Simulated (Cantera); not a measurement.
A closed system holds: 1 mol SiC, 0.15 mol Si, 0.089 mol N₂, equilibrated at 2227 °C and 1 atm.

Cantera equilibrium calculation (NASA polynomials, part measured and part estimated; ideal gas, pure solids and liquids). Candidate condensed phases: C, Si, SiC, Si₃N₄; 20 gas species. Mutual solubility and eutectic melting of coexisting phases are not modelled. The tables' values for SiN are old estimates; treat these amounts as uncertain. Kinetics and transport are ignored.

Base state: N₂ 0.994, Si 0.00469, Si₂C 0.000670, SiN 0.000473, Si₂N 0.000420, Si₂ 0.000125, SiC₂ 6.98e-5, CN 2.44e-5 (mole fractions); condensed: Si(l) + SiC(s).

Q: What changes in the equilibrium state with this change: pressure from 1 atm to 25.0 mbar?

A: 
```tsv
species	before	after
N₂	0.994	0.769
Si	0.00469	0.190
Si₂C	0.000670	0.0272
SiC	5.14e-7	2.08e-5
SiC₂	6.98e-5	0.00283
Si₃	2.16e-5	0.000876
Si(l), mol	0.149	0.123
SiC(s), mol	1.000	0.996
```
